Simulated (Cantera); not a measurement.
Input: 1 mol SiHCl₃, 0.062 mol HCl, 610 mol H₂, at 2325 °C and 750 Torr.

These are equilibrium values from Cantera (NASA tables, ideal gas, pure condensed phases), not measurements of a reactor. The tables' values for SiCl are old estimates; treat these amounts as uncertain. Gases not in the tables: Si₂H₆ and higher silanes. The numbers say what is thermodynamically allowed, not how fast it happens.

```csv
species,before,after
H₂,0.956,0.991
HCl,0.00475,0.00487
H,0.0373,0.00357
Si,0.00115,0.000170
SiH₂,0.000164,0.000203
SiCl₂,3.84e-6,4.99e-5
Cl,0.000130,1.29e-5
SiH,0.000257,8.75e-5
SiCl,1.79e-5,1.41e-5
"Si(l), mol",0,0.673
```
Gas species are given as mole fractions.

Problem. Which change was made?
A. temperature from 2325 °C to 1850 °C
B. temperature from 2325 °C to 1677 °C
C. temperature from 2325 °C to 650 °C
D. pressure from 750 Torr to 75.0 Torr

Solution. A, temperature from 2325 °C to 1850 °C
